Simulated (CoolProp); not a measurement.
Hydrogen chloride at 384.2 K and 0.82 MPa is compressed adiabatically to 1.78 MPa with isentropic efficiency 0.7. Each further row changes one setting.

Model: reference Helmholtz-energy equation of state, Thol 2018, in CoolProp.

```
case             work (kJ/kg)  final temperature (K)  final density (kg/m³)
---------------  ------------  ---------------------  ---------------------
as stated                 [?]                    [?]                    [?]
efficiency 1              [?]                    [?]                    [?]
efficiency 0.65           [?]                  528.5                    [?]
```

Task: What belongs in the gaps?

Result: 
- as stated, work (kJ/kg): 106
- as stated, final temperature (K): 518.7
- as stated, final density (kg/m³): 15.3
- efficiency 1, work (kJ/kg): 74.4
- efficiency 1, final temperature (K): 480.4
- efficiency 1, final density (kg/m³): 16.6
- efficiency 0.65, work (kJ/kg): 114
- efficiency 0.65, final density (kg/m³): 15.0
